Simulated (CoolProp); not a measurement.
R143a at several states: fugacity coefficient from the reference equation and from simpler models built on Tc = 72.7 °C, pc = 3.762 MPa, ω = 0.261; each cubic takes its own stable root.

Model: reference Helmholtz-energy equation of state, Lemmon and Jacobsen 2000, in CoolProp.

```csv
T (°C),p (MPa),phase,reference
-52.55,1.24,liquid,0.06330
-26.45,0.142,gas,0.9529
-87.35,0.025,liquid,0.3682
-91.95,1.8,liquid,0.003886
```

### Question
How far does each simpler model (van der Waals, Peng-Robinson) lie from the reference over these 4 states: mean and median of the absolute difference, and the worst?

### Answer
- van der Waals: mean 683.1 %, median 312.6 %, worst +2104.8 % at -91.95 °C and 1.8 MPa
- Peng-Robinson: mean 1.0 %, median 1.0 %, worst +1.4 % at -91.95 °C and 1.8 MPa

At some of these states van der Waals gives the other phase, because its saturation line lies elsewhere.
